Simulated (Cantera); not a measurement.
A Cantera script and what it prints.

```python
import numpy as np
import cantera as ct

gas_names = """
    C CH CH2 CH3 CH2OH CH3O CH4 CH3OH CO CO2 COOH C2 C2H CHCO,ketyl C2H2,acetylene C2H2,vinylidene
    CH2CO,ketene C2H3,vinyl CH3CO,acetyl C2H4 C2H4O,ethylen CH3CHO,ethanal CH3COOH (HCOOH)2 C2H5 C2H6
    CH3OCH3 C2H5OH C2O C3 C3H3,propargyl C3H4,allene C3H4,propyne C3H4,cyclo- C3H5,allyl C3H6,propylene
    C3H6,cyclo- C3H6O C3H7,n-propyl C3H7,i-propyl C3H8 C3H8O,1propanol C3H8O,2propanol C3O2 C4 C4H2
    C4H4,1,3-cyclo- C4H6,butadiene C4H6,2-butyne C4H6,cyclo- C4H8,1-butene C4H8,cis2-buten
    C4H8,tr2-butene C4H8,isobutene C4H8,cyclo- (CH3COOH)2 C4H9,n-butyl C4H9,i-butyl C4H9,s-butyl
    C4H9,t-butyl C4H10,isobutane C4H10,n-butane C5 C5H6,1,3cyclo- C5H8,cyclo- C5H10,1-pentene
    C5H10,cyclo- C5H11,pentyl C5H11,t-pentyl C5H12,n-pentane C5H12,i-pentane CH3C(CH3)2CH3 C6H2
    C6H5,phenyl C6H5O,phenoxy C6H6 C6H5OH,phenol C6H10,cyclo- C6H12,1-hexene C6H12,cyclo- C6H13,n-hexyl
    C7H7,benzyl C7H8 C7H8O,cresol C7H14,1-heptene C7H15,n-heptyl C7H16,n-heptane C8H8,styrene
    C8H10,ethylbenz C8H16,1-octene C8H17,n-octyl C8H18,isooctane C8H18,n-octane C9H19,n-nonyl
    C10H8,naphthale C10H21,n-decyl C12H9,o-bipheny C12H10,bipheny Fe FeC5O5 FeO Fe(OH)2 H HCO HO2 H2
    HCHO,formaldehy HCOOH H2O H2O2 O OH O2 O3
""".split()
cond_names = """
    C(gr) C6H6(L) C7H8(L) C8H18(L),n-octa Fe(a) Fe(c) Fe(d) Fe(L) FeC5O5(L) FeO(s) FeO(L) Fe(OH)2(s)
    Fe(OH)3(s) Fe2O3(s) Fe3O4(s) H2O(s) H2O(L)
""".split()


def load(file, names, dense=False):
    # The tables refer to 1 bar. Condensed volumes are neglected.
    table = {s.name: s for s in ct.Species.list_from_file(file)}
    out = []
    for n in names:
        d = dict(table[n].input_data)
        d["thermo"] = dict(d["thermo"], **{"reference-pressure": 1e5})
        if dense:
            d["equation-of-state"] = {"model": "constant-volume", "density": "1e6 g/cm^3"}
        out.append(ct.Species.from_dict(d))
    return out


gas = ct.Solution(thermo="ideal-gas", species=load("nasa_gas.yaml", gas_names))
cond = {s.name: ct.Solution(thermo="fixed-stoichiometry", species=[s], name=s.name)
        for s in load("nasa_condensed.yaml", cond_names, dense=True)}
atoms = {
    'Fe3O4': {'Fe': 3, 'O': 4},
    'CO': {'C': 1, 'O': 1},
    'H2': {'H': 2},
}
top_T = {'C(gr)': 4500, 'Fe2O3(s)': 1830, 'Fe3O4(s)': 1870}  # K; cautious upper limits of use, not melting points


def equilibrate(T, P, feed):
    n = {}
    for name, mol in feed.items():
        for a, k in atoms[name].items():
            n[a] = n.get(a, 0.0) + k * mol
    gas.TPX = T, P, n
    mass = sum(n.values()) * gas.mean_molecular_weight
    gas.equilibrate("TP")
    valid = [c for c in cond.values() if c.min_temp <= T <= top_T.get(c.name, c.max_temp)]
    mix = ct.Mixture([(gas, mass / gas.mean_molecular_weight)] + [(c, 0.0) for c in valid])
    mix.T, mix.P = T, P
    mix.equilibrate("TP", solver="vcs", rtol=1e-11, max_steps=5000)
    return mix


results = []
feed = {'Fe3O4': 1, 'CO': 3.9, 'H2': 1.1}  # mol
P = 56000  # Pa
for T in [1223, 1273, 1323, 1373, 1423, 1473, 1523, 1573, 1623, 1673, 1723, 1773, 1823, 1873]:
    mix = equilibrate(T, P, feed)
    results.append((T, P, feed, dict(zip(mix.species_names, mix.species_moles))))
    x = sorted(zip(gas.X, gas.species_names), reverse=True)
    print(f"T = {T:g} K  P = {P:g} Pa  gas = {mix.phase_moles(0):.4g} mol")
    print("   x: " + "  ".join(f"{s} {v:.3e}" for v, s in x if v > 0.001))
    print("   condensed (mol): " + ("  ".join(f"{mix.phase(i).name} {mix.phase_moles(i):.4g}"
          for i in range(1, mix.n_phases) if mix.phase_moles(i) > 1e-12) or "none"))
```

Result:

```
T = 1223 K  P = 56000 Pa  gas = 5 mol
   x: CO 6.350e-01  H2 1.650e-01  CO2 1.450e-01  H2O 5.501e-02
   condensed (mol): FeO(s) 3
T = 1273 K  P = 56000 Pa  gas = 5 mol
   x: CO 6.389e-01  H2 1.611e-01  CO2 1.411e-01  H2O 5.889e-02
   condensed (mol): FeO(s) 3
T = 1323 K  P = 56000 Pa  gas = 5 mol
   x: CO 6.425e-01  H2 1.575e-01  CO2 1.375e-01  H2O 6.252e-02
   condensed (mol): FeO(s) 3
T = 1373 K  P = 56000 Pa  gas = 5 mol
   x: CO 6.459e-01  H2 1.541e-01  CO2 1.341e-01  H2O 6.589e-02
   condensed (mol): FeO(s) 3
T = 1423 K  P = 56000 Pa  gas = 5 mol
   x: CO 6.490e-01  H2 1.510e-01  CO2 1.310e-01  H2O 6.903e-02
   condensed (mol): FeO(s) 3
T = 1473 K  P = 56000 Pa  gas = 5 mol
   x: CO 6.520e-01  H2 1.480e-01  CO2 1.280e-01  H2O 7.195e-02
   condensed (mol): FeO(s) 3
T = 1523 K  P = 56000 Pa  gas = 5 mol
   x: CO 6.547e-01  H2 1.453e-01  CO2 1.253e-01  H2O 7.467e-02
   condensed (mol): FeO(s) 3
T = 1573 K  P = 56000 Pa  gas = 5 mol
   x: CO 6.572e-01  H2 1.428e-01  CO2 1.228e-01  H2O 7.719e-02
   condensed (mol): FeO(s) 3
T = 1623 K  P = 56000 Pa  gas = 5 mol
   x: CO 6.595e-01  H2 1.404e-01  CO2 1.205e-01  H2O 7.954e-02
   condensed (mol): FeO(s) 3
T = 1673 K  P = 56000 Pa  gas = 5 mol
   x: CO 6.617e-01  H2 1.382e-01  CO2 1.183e-01  H2O 8.172e-02
   condensed (mol): FeO(L) 3
T = 1723 K  P = 56000 Pa  gas = 5 mol
   x: CO 6.637e-01  H2 1.362e-01  CO2 1.162e-01  H2O 8.375e-02
   condensed (mol): FeO(L) 3
T = 1773 K  P = 56000 Pa  gas = 5 mol
   x: CO 6.656e-01  H2 1.343e-01  CO2 1.144e-01  H2O 8.564e-02
   condensed (mol): FeO(L) 3
T = 1823 K  P = 56000 Pa  gas = 5.001 mol
   x: CO 6.673e-01  H2 1.324e-01  CO2 1.126e-01  H2O 8.740e-02
   condensed (mol): FeO(L) 3
T = 1873 K  P = 56000 Pa  gas = 5.001 mol
   x: CO 6.688e-01  H2 1.307e-01  CO2 1.110e-01  H2O 8.904e-02
   condensed (mol): FeO(L) 2.999
```

Method: chemical equilibrium by Gibbs-energy minimisation in Cantera with the NASA 1993 tables (ideal gas, pure condensed phases). The tables' stoichiometric FeO is somewhat more stable than real wüstite, so its field is too wide. FeO: taken at fixed stoichiometry.
